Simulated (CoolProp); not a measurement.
A single-stage vapour-compression cycle with isobutene: evaporating at 283.15 K (dew point), condensing at 340.15 K (bubble point), superheat 0 K, subcooling 0 K, compressor efficiency 0.7, no pressure losses. Each further row changes one setting.

The numbers come from the reference Helmholtz-energy equation of state, Lemmon 2005 in CoolProp. It is a short technical equation, of lower accuracy than the large ones.

| case | cooling COP | pressure ratio | discharge temperature (K) | refrigerating effect (kJ/kg) | volumetric capacity (kJ/m³) |
|---|---|---|---|---|---|
| as stated | ___ | 4.88 | 349.9 | 234 | 1120 |
| evaporating temperature 288.15 K | ___ | ___ | 348.5 | 241 | 1350 |
| condensing temperature 335.15 K | ___ | 4.35 | ___ | 247 | 1190 |
| subcooling 5 K | 2.71 | 4.88 | 349.9 | 247 | 1190 |
| superheat 10 K | 2.62 | 4.88 | 360.0 | 251 | 1150 |
| compressor efficiency 0.6 | 2.20 | 4.88 | 357.3 | 234 | 1120 |

Q: Complete the blanks.

A: 
- as stated, cooling COP: 2.56
- evaporating temperature 288.15 K, cooling COP: 2.94
- evaporating temperature 288.15 K, pressure ratio: 4.13
- condensing temperature 335.15 K, cooling COP: 2.92
- condensing temperature 335.15 K, discharge temperature (K): 344.8
